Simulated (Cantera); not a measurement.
Input (Python, Cantera):

```python
import numpy as np
import cantera as ct

gas = ct.Solution("gri30.yaml", transport_model="multicomponent")
show = ['OH', 'NO', 'CH3']

rows = []
print(f"{'T/K':>7s}{'rho':>11s}{'cp':>10s}{'mu':>11s}{'lambda':>11s}{'Pr':>7s}" + "".join(f"{'D_' + s:>11s}" for s in show))
for T in [400, 500, 600, 700, 800, 900]:
    gas.TPX = T, 580000, {'C2H2': 0.65}
    Pr = gas.cp_mass * gas.viscosity / gas.thermal_conductivity
    D = [gas.mix_diff_coeffs_mole[gas.species_index(s)] for s in show]
    rows.append([gas.density, gas.cp_mass, gas.viscosity, gas.thermal_conductivity, Pr, *D])
    print(f"{T:7g}{gas.density:11.4e}{gas.cp_mass:10.1f}{gas.viscosity:11.4e}"
          f"{gas.thermal_conductivity:11.4e}{Pr:7.3f}" + "".join(f"{d:11.4e}" for d in D))
print("SI units: kg/m3, J/kg/K, Pa s, W/m/K, m2/s")
```

Result:

```
    T/K        rho        cp         mu     lambda     Pr       D_OH       D_NO      D_CH3
    400 4.5409e+00    1930.6 1.3577e-05 3.5585e-02  0.737 7.3278e-06 4.8232e-06 5.2580e-06
    500 3.6327e+00    2101.4 1.6352e-05 4.6618e-02  0.737 1.0823e-05 7.1461e-06 7.8466e-06
    600 3.0273e+00    2231.7 1.8878e-05 5.7166e-02  0.737 1.4815e-05 9.8031e-06 1.0816e-05
    700 2.5948e+00    2339.5 2.1213e-05 6.7373e-02  0.737 1.9272e-05 1.2770e-05 1.4139e-05
    800 2.2704e+00    2436.0 2.3397e-05 7.7421e-02  0.736 2.4165e-05 1.6030e-05 1.7792e-05
    900 2.0182e+00    2526.1 2.5458e-05 8.7408e-02  0.736 2.9474e-05 1.9567e-05 2.1759e-05
SI units: kg/m3, J/kg/K, Pa s, W/m/K, m2/s
```

Detailed kinetics in Cantera: GRI-Mech 3.0 (53 species, 325 reactions).
